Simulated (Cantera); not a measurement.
Input: 1 mol FeS₂, 0.55 mol H₂S, 1.8 mol N₂, held at 1398 K and 7.50 bar.

Method: chemical equilibrium by Gibbs-energy minimisation in Cantera with the NASA 1993 tables (ideal gas, pure condensed phases). Candidate condensed phases: Fe, FeS, FeS₂, S; 16 gas species. FeS: taken at fixed stoichiometry. Kinetics and transport are ignored.

Base state: N₂ 0.624, S₂ 0.185, H₂S 0.167, H₂ 0.0230, SH 0.000684 (mole fractions); condensed: FeS(s).

**Question.** What changes in the equilibrium state with this change: FeS₂ replaced by Fe₂O₃?

**Answer.** 
```json
[
 {"species": "N₂", "before": "0.624", "after": "0.717"},
 {"species": "H₂O", "before": "0", "after": "0.208"},
 {"species": "SO₂", "before": "0", "after": "0.0568"},
 {"species": "S₂", "before": "0.185", "after": "0.00639"},
 {"species": "H₂S", "before": "0.167", "after": "0.00623"},
 {"species": "H₂", "before": "0.0230", "after": "0.00461"},
 {"species": "S₂O", "before": "0", "after": "0.000455"},
 {"species": "SO", "before": "0", "after": "0.000172"},
 {"species": "SH", "before": "0.000684", "after": "5.69e-5"},
 {"species": "FeS(s), mol", "before": "1.00", "after": "0.357"},
 {"species": "Fe₃O₄(s), mol", "before": "0", "after": "0.548"}
]
```
Mutual solubility and eutectic melting of coexisting phases are not modelled. Further candidate phases: FeO, Fe(OH)₂, Fe(OH)₃, FeSO₄, Fe₂O₃, Fe₂(SO₄)₃, Fe₃O₄, H₂O, H₂SO₄.

**Question.** What changes in the equilibrium state with this change: 1.3 mol NH₃ added?

**Answer.** 
```
species        before     after
-----------  --------  --------
N₂              0.624     0.491
H₂S             0.167     0.296
H₂             0.0230     0.205
S₂              0.185   0.00727
NH₃           1.78e-6   4.21e-5
SH           0.000684  0.000405
FeS(s), mol      1.00      1.00
```
